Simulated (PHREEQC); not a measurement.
Na2SO4 is added in steps, without added water, to 1 kg of water holding 0.015 mol/kgw HF, 0.16 mol/kgw (CH3)4NF and 0.00013 mol/kgw (NH4)2SiF6, at 25 °C. O2 is buffered at 0.21 atm. No CO2 enters from the air. Only these solids could form: Chalcedony, Mirabilite.

Base run: PHREEQC, ion-association model, wateq4f.dat. Each further column changes one thing. The table gives pH.

```csv
Na2SO4 added (mol),base,database phreeqc.dat,all activity coefficients set to 1
0,4.26,4.24,4.41
0.007333,4.25,4.23,4.40
0.01833,4.23,4.21,4.40
0.02567,4.23,4.20,4.39
0.03667,4.22,4.19,4.39
0.044,4.21,4.19,4.39
0.05133,4.21,4.18,4.38
0.06233,4.20,4.17,4.38
0.06967,4.19,4.16,4.38
0.08067,4.18,4.15,4.37
0.088,4.18,4.15,4.37
```

(CH3)4N+ isn't in the database: it is added as a free cation with an ion size of 4 Å. SiF6-2 is the database's only silicon fluoride. phreeqc.dat and wateq4f.dat share most of their constants, so their agreement is no independent check. Solids allowed in the column 'database phreeqc.dat': Chalcedony.
